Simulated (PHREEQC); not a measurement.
Make-up at 25 °C: 48 mmol/kgw NH4Cl, 0.089 mmol/kgw Na2B4O7 and 90 mmol/kgw KCl. It is in equilibrium with CO2 at log p = -3.4 (atm). Otherwise closed; pH follows from the charge balance.

Computed with PHREEQC (ion-association model, phreeqc.dat).

This is a speciation only: nothing precipitates in the calculation.

Question: Estimate the pH, specific conductance.

Answer: pH 6.82; specific conductance 16900 µS/cm.

Question: In which forms is C present?

Answer: HCO3- 80 %, CO2 20 % of the C.
